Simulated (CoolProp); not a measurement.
The fluid at 293.15 K and 0.348 MPa is compressed adiabatically to 1.98 MPa with isentropic efficiency 0.85. The same conditions are run with several fluids, on thermodynamics alone (safety and materials aside).

Computed with CoolProp (reference Helmholtz-energy equation of state of each fluid (R143a: Lemmon and Jacobsen 2000; hydrogen sulfide: Lemmon 2006; R507A: Lemmon 2003; nitrogen: Span 2000)). Blends and air are pseudo-pure fits.

```csv
fluid,work (kJ/kg),final temperature (K),final density (kg/m³)
R143a,58.2,367.9,65.7
hydrogen sulfide,176,470.2,17.9
R507A,49.1,362.7,78.9
nitrogen,231,514.0,12.9
```
